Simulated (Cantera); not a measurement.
An isothermal, constant-pressure homogeneous reactor starts with 20.8 % CH4, 79.2 % CO2, at 2200 K and 10.0 bar.

Computed with Cantera and GRI-Mech 3.0 (53 species, 325 reactions).

One state of this run: x CH4 = 2.57e-9; x CO2 = 0.209; x H2O = 0.202; x OH = 0.000168; x C2H = <1e-12. x: mole fraction; the columns are a selection and need not sum to one.

Which value of t (s) does it belong to?
A. 0.0447
B. 3.32e-5
C. 0.000110
D. 1.00e-5

A, 0.0447
